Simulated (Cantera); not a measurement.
Mixture: CH4 : O2 : N2 = 1 : 2.13 : 11.1 (molar parts), equivalence ratio 0.94, at 800000 Pa, adiabatic and at constant volume. Ignition delay is the time to a rise of 400 K.

Computed with Cantera and GRI-Mech 3.0 (53 species, 325 reactions).

Task: Predict: delay at 1248 K; delay at 1323 K; delay at 1398 K; delay at 1473 K; delay at 1548 K; delay at 1623 K; delay at 1698 K; apparent activation energy between 1548 and 1698 K.

Result: 
```
Item                                                    Result
--------------------------------------------------  ----------
delay at 1248 K                                        4.22 ms
delay at 1323 K                                        1.78 ms
delay at 1398 K                                       0.789 ms
delay at 1473 K                                       0.366 ms
delay at 1548 K                                       0.177 ms
delay at 1623 K                                        89.9 µs
delay at 1698 K                                        48.0 µs
apparent activation energy between 1548 and 1698 K  190 kJ/mol
```
